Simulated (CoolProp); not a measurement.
Vapour-liquid equilibrium of R125 (1) + cyclopropane (2) at 305.4 K; x and y are mole fractions of (1).

Computed with CoolProp (multi-fluid Helmholtz-energy mixture model, Lemmon 2005 and Polt 1992; pair parameters Bell 2016). This equation is an older, rougher fit; its heat capacities, sound speeds and derivatives of the liquid may be far off and weren't checked against measurements.

| x | bubble pressure (kPa) | y at the bubble point | dew pressure at overall composition x (kPa) | liquid density (mol/L) |
|---|---|---|---|---|
| 0.05 | 1038 | 0.171 | 919.5 | 14.07 |
| 0.125 | 1223 | 0.320 | 990.3 | 13.54 |
| 0.2 | 1355 | 0.410 | 1071 | 13.02 |
| 0.275 | 1451 | 0.473 | 1162 | 12.54 |
| 0.35 | 1524 | 0.522 | 1265 | ? |
| 0.425 | 1582 | 0.565 | 1377 | 11.66 |
| 0.5 | ? | 0.606 | 1492 | ? |
| 0.575 | 1665 | 0.647 | 1594 | 10.90 |
| 0.65 | 1693 | 0.692 | 1667 | 10.58 |
| 0.725 | 1711 | 0.743 | 1706 | ? |
| 0.8 | 1718 | ? | 1718 | 10.04 |
| 0.875 | ? | 0.865 | 1708 | 9.826 |
| 0.95 | 1686 | 0.942 | 1683 | 9.639 |

Q: Complete the blanks.

A: 
- 0.35, liquid density (mol/L): 12.08
- 0.5, bubble pressure (kPa): 1628
- 0.5, liquid density (mol/L): 11.26
- 0.725, liquid density (mol/L): 10.29
- 0.8, y at the bubble point: 0.800
- 0.875, bubble pressure (kPa): 1710

y crosses x between x = 0.725 and 0.8: the model has an azeotrope there.

Pair parameters are fitted to limited data, so mixtures are less certain than the pure fluids.
